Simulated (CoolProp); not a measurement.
Vapour-liquid equilibrium of dimethyl ether (1) + R236FA (2) at 0.768 MPa; x and y are mole fractions of (1).

Computed with CoolProp (multi-fluid Helmholtz-energy mixture model, Wu 2011 and Pan 2012; pair parameters Bell 2016).

| x | bubble temperature (°C) | y at the bubble point | dew temperature at overall composition x (°C) | liquid density (mol/L) |
|---|---|---|---|---|
| 0.05 | 60.1 | 0.053 | 60.1 | 8.272 |
| 0.2 | 59.1 | 0.229 | 59.4 | 8.924 |
| 0.35 | 57.0 | 0.423 | 57.9 | 9.660 |
| 0.5 | 53.3 | 0.619 | 55.7 | 10.50 |
| 0.65 | 48.1 | 0.789 | 52.5 | 11.45 |
| 0.8 | 42.0 | 0.913 | 47.7 | 12.50 |
| 0.95 | 36.2 | 0.985 | 39.4 | 13.63 |

No azeotrope shows between x = 0.05 and 0.95.

The pair parameters rest on a limited set of measurements; away from them the model extrapolates.
